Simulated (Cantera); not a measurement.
Feed: 1 mol CF4, 0.036 mol CH4, at 0.0195 Torr.

Equilibrium computed with Cantera from the NASA thermochemical tables; the gas is ideal and each condensed phase is pure. Candidate condensed phases: C, C6H6, C7H8, C8H18; 110 gas species. Ions and electrons are included (thermal ionisation). The numbers say what is thermodynamically allowed, not how fast it happens.

**Question.** Which condensed phases are stable at each of these points (T (°C)): 2227, 2727, 3227, 3727, 4227, 4727?

**Answer.** 
| T (°C) | condensed phases | C condensed (%) |
|---|---|---|
| 2227 | C(graphite) | 60.5 |
| 2727 | gas only | 0.0 |
| 3227 | gas only | 0.0 |
| 3727 | gas only | 0.0 |
| 4227 | gas only | 0.0 |
| 4727 | gas only | 0.0 |

At 2227 °C the condensed part is C(graphite). From 2727 °C to 4727 °C nothing is condensed.
